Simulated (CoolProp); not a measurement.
Methane at 293.15 K and 3.96 MPa flows at 7.9 m/s in a round tube of 4.6 mm bore and 45 µm roughness, fully developed (64/Re and Nu = 3.66 if laminar; Colebrook and Gnielinski if turbulent). Each further row changes one setting.

Computed with CoolProp (reference Helmholtz-energy equation of state, Setzmann 1991).

| case | Reynolds number | Darcy friction factor | pressure drop (Pa/m) | heat-transfer coefficient (W/(m² K)) | mass flow (kg/h) |
|---|---|---|---|---|---|
| as stated | 87000 | 0.0383 | 7290 | 2980 | 13.3 |
| velocity 15.8 m/s | 174000 | 0.0380 | 28900 | 5930 | 26.5 |
| diameter 9.2 mm | 174000 | 0.0307 | 2920 | 2370 | 53.0 |

Viscosity comes from a separate model (Quiñones-Cisneros 2006). Thermal conductivity comes from a separate model (Friend 1989).
